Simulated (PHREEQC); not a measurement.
**Arsenic or selenium liquor: speciation**

Make-up at 25 °C: 0.00063 mol/kgw Na2SeO3, 1.1 mol/kgw NH3 and 0.087 mol/kgw NaCl. Closed to the air; pH follows from the charge balance.

Model: ion-association model, wateq4f.dat, run in PHREEQC.

```json
{
  "pH": "11.64",
  "ionic_strength": "0.0945 mol/kgw",
  "activity_of_water": "0.978",
  "total_alkalinity": "1100 meq/kg"
}
```

```csv
species,molality,activity,log γ
NH3,1.09,1.09,0.000
Na+,0.0883,0.0694,-0.105
Cl-,0.0870,0.0669,-0.114
OH-,0.00560,0.00428,-0.116
NH4+,0.00560,0.00439,-0.105
SeO3-2,0.000630,0.000238,-0.422
HSeO3-,2.20e-7,1.72e-7,-0.105
```

This is a speciation only: nothing precipitates in the calculation. Complexes and solids missing from the database can't appear.
